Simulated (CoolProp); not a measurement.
Vapour-liquid equilibrium of n-octane (1) + ethylbenzene (2) at 117.55 °C; x and y are mole fractions of (1).

Model: multi-fluid Helmholtz-energy mixture model, Beckmüller 2019 and Zhou 2012; pair parameters Bell 2016, in CoolProp.

Give the bubble pressure and the first vapour's composition at x = 0.2, 0.65, 0.8. Is there an azeotrope?

x = 0.2: 67.04 kPa, y = 0.277; x = 0.65: 76.97 kPa, y = 0.697; x = 0.8: 78.90 kPa, y = 0.822. No azeotrope shows between x = 0.05 and 0.95.

The pair parameters rest on a limited set of measurements; away from them the model extrapolates.
